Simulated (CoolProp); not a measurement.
A simple Rankine cycle with R123: condensing at 319.15 K, boiler at 1.73 MPa, turbine inlet 414.3 K, turbine efficiency 0.6, pump efficiency 0.8, no recuperator. Each further row changes one setting.

Values from CoolProp's reference Helmholtz-energy equation of state, Younglove 1994. It is a modified Benedict-Webb-Rubin equation, recast in Helmholtz form.

```tsv
case	thermal efficiency (%)	net work (kJ/kg)	heat in (kJ/kg)	turbine exit temperature (K)	volume ratio over the turbine
as stated	10.2	21.6	212	356.2	10.8
turbine inlet 434.3 K	10.3	23.9	232	380.0	10.2
condensing temperature 311.15 K	11.0	24.3	220	351.7	14.0
boiler pressure 1.21 MPa	9.0	20.0	222	371.3	6.85
turbine efficiency 0.5	8.4	17.8	212	361.2	11.0
```
